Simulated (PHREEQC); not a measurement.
# Hard or scaling water

A solution holds 140 mmol/kgw CaCl2, 0.29 mmol/kgw Na2HPO4 and 0.00069 mmol/kgw H4SiO4, at 25 °C. Closed to the air; pH follows from the charge balance.

Model: ion-association model, phreeqc.dat, run in PHREEQC.

Precipitation was switched off in this run.

Question: Predict the pH, activity of water.

Answer: pH 7.40; activity of water 0.993.

Question: In which forms is P present?

Answer: CaHPO4 70 %, HPO4-2 16 %, CaPO4- 6.5 %, H2PO4- 3.4 %, CaH2PO4+ 3.3 % of the P.

Examples of supersaturated solids here: Hydroxyapatite. Others may be too.
